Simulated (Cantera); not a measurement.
Cantera run:

```python
import numpy as np
import cantera as ct

gas_names = """
    C CH CH2 CH3 CH2OH CH3O CH4 CH3OH CN CO CO2 COOH C2 C2H CHCO,ketyl C2H2,acetylene C2H2,vinylidene
    CH2CO,ketene C2H3,vinyl CH3CN CH3CO,acetyl C2H4 C2H4O,ethylen CH3CHO,ethanal CH3COOH (HCOOH)2 C2H5
    C2H6 CH3OCH3 C2H5OH CCN CNC C2N2 C2O C3 C3H3,propargyl C3H4,allene C3H4,propyne C3H4,cyclo-
    C3H5,allyl C3H6,propylene C3H6,cyclo- C3H6O C3H7,n-propyl C3H7,i-propyl C3H8 C3H8O,1propanol
    C3H8O,2propanol C3O2 C4 C4H2 C4H4,1,3-cyclo- C4H6,butadiene C4H6,2-butyne C4H6,cyclo- C4H8,1-butene
    C4H8,cis2-buten C4H8,tr2-butene C4H8,isobutene C4H8,cyclo- (CH3COOH)2 C4H9,n-butyl C4H9,i-butyl
    C4H9,s-butyl C4H9,t-butyl C4H10,isobutane C4H10,n-butane C4N2 C5 C5H6,1,3cyclo- C5H8,cyclo-
    C5H10,1-pentene C5H10,cyclo- C5H11,pentyl C5H11,t-pentyl C5H12,n-pentane C5H12,i-pentane
    CH3C(CH3)2CH3 C6H2 C6H5,phenyl C6H5O,phenoxy C6H6 C6H5OH,phenol C6H10,cyclo- C6H12,1-hexene
    C6H12,cyclo- C6H13,n-hexyl C7H7,benzyl C7H8 C7H8O,cresol C7H14,1-heptene C7H15,n-heptyl
    C7H16,n-heptane C8H8,styrene C8H10,ethylbenz C8H16,1-octene C8H17,n-octyl C8H18,isooctane
    C8H18,n-octane C9H19,n-nonyl C10H8,naphthale C10H21,n-decyl C12H9,o-bipheny C12H10,bipheny H HCN HCO
    HCCN HNC HNCO HNO HNO2 HNO3 HO2 H2 HCHO,formaldehy HCOOH H2O H2O2 N NCO NH NH2 NH3 NH2OH NO NO2 NO3
    N2 N2H2 N2H4 N2O O OH O2 O3 Si SiC SiC2 SiC4H12 SiH SiH2 SiH3 SiH4 SiN SiO SiO2 Si2 Si2C Si2N Si3
""".split()
cond_names = """
    C(gr) C6H6(L) C7H8(L) C8H18(L),n-octa H2O(s) H2O(L) Si(cr) Si(L) SiC(b) SiO2(Lqz) SiO2(hqz) SiO2(L)
    Si2N2O(s) Si3N4(a)
""".split()


def load(file, names, dense=False):
    # The tables refer to 1 bar. Condensed volumes are neglected.
    table = {s.name: s for s in ct.Species.list_from_file(file)}
    out = []
    for n in names:
        d = dict(table[n].input_data)
        d["thermo"] = dict(d["thermo"], **{"reference-pressure": 1e5})
        if dense:
            d["equation-of-state"] = {"model": "constant-volume", "density": "1e6 g/cm^3"}
        out.append(ct.Species.from_dict(d))
    return out


gas = ct.Solution(thermo="ideal-gas", species=load("nasa_gas.yaml", gas_names))
cond = {s.name: ct.Solution(thermo="fixed-stoichiometry", species=[s], name=s.name)
        for s in load("nasa_condensed.yaml", cond_names, dense=True)}
atoms = {
    'SiH4': {'Si': 1, 'H': 4},
    'NH3': {'N': 1, 'H': 3},
    'CO2': {'C': 1, 'O': 2},
}
top_T = {'C(gr)': 4500, 'SiC(b)': 3050, 'Si2N2O(s)': 2100, 'Si3N4(a)': 2400}  # K; cautious upper limits of use, not melting points


def equilibrate(T, P, feed):
    n = {}
    for name, mol in feed.items():
        for a, k in atoms[name].items():
            n[a] = n.get(a, 0.0) + k * mol
    gas.TPX = T, P, n
    mass = sum(n.values()) * gas.mean_molecular_weight
    gas.equilibrate("TP")
    valid = [c for c in cond.values() if c.min_temp <= T <= top_T.get(c.name, c.max_temp)]
    mix = ct.Mixture([(gas, mass / gas.mean_molecular_weight)] + [(c, 0.0) for c in valid])
    mix.T, mix.P = T, P
    mix.equilibrate("TP", solver="vcs", rtol=1e-11, max_steps=5000)
    return mix


results = []
feed = {'SiH4': 1, 'NH3': 50, 'CO2': 0.00021}  # mol
P = 23000  # Pa
for T in [1175, 1275, 1375, 1475, 1575, 1675, 1775, 1875, 1975, 2075]:
    mix = equilibrate(T, P, feed)
    results.append((T, P, feed, dict(zip(mix.species_names, mix.species_moles))))

top = {s: max(r[3][s] / sum(r[3][g] for g in gas_names) for r in results) for s in gas_names}
cols = sorted((s for s in top if top[s] > 1e-05), key=lambda s: -top[s])[:8]
seen = [c for c in cond_names if any(r[3].get(c, 0) > 1e-12 for r in results)]
print("log10 of partial pressures in bar; condensed amounts in mol")
print(f"{'T/K':>10s}" + "".join(f"{s[:9]:>10s}" for s in cols + seen))
for T, P, feed, n in results:
    ng = sum(n[g] for g in gas_names)
    print(f"{T:10.4g}" + "".join(f"{np.log10(max(n[s] / ng * P / 1e5, 1e-99)):10.3f}" for s in cols)
          + "".join(f"{n.get(c, 0):10.4g}" for c in seen))
```

Result:

```
log10 of partial pressures in bar; condensed amounts in mol
       T/K        H2        N2         H        Si      SiH2       SiH      Si2N       SiN     Si(L) Si2N2O(s)  Si3N4(a)
      1175    -0.758    -1.258    -7.290   -16.692   -13.327   -15.824   -20.913   -16.445         0 0.0004199    0.3331
      1275    -0.758    -1.258    -6.511   -14.273   -11.622   -13.672   -17.826   -14.303         0 0.0004195    0.3331
      1375    -0.758    -1.258    -5.844   -12.210   -10.168   -11.838   -15.195   -12.477         0  0.000415    0.3331
      1475    -0.758    -1.258    -5.266   -10.429    -8.913   -10.256   -12.928   -10.902         0 0.0003771    0.3331
      1575    -0.758    -1.258    -4.760    -8.879    -7.821    -8.879   -10.955    -9.531         0 1.209e-05    0.3332
      1675    -0.758    -1.258    -4.314    -7.516    -6.860    -7.670    -9.224    -8.326         0         0    0.3332
      1775    -0.758    -1.258    -3.917    -6.310    -6.011    -6.600    -7.693    -7.260         0         0    0.3329
      1875    -0.758    -1.258    -3.563    -5.235    -5.254    -5.647    -6.330    -6.310         0         0     0.331
      1975    -0.762    -1.250    -3.245    -4.490    -4.798    -5.014    -5.545    -5.673      0.97         0         0
      2075    -0.763    -1.250    -2.956    -3.992    -4.559    -4.616    -5.188    -5.276    0.9216         0         0
```

These are equilibrium values from Cantera (NASA tables, ideal gas, pure condensed phases), not measurements of a reactor. Mutual solubility and eutectic melting of coexisting phases are not modelled. The tables' values for SiN are old estimates; treat these amounts as uncertain. Gases not in the tables: Si2H6 and higher silanes.
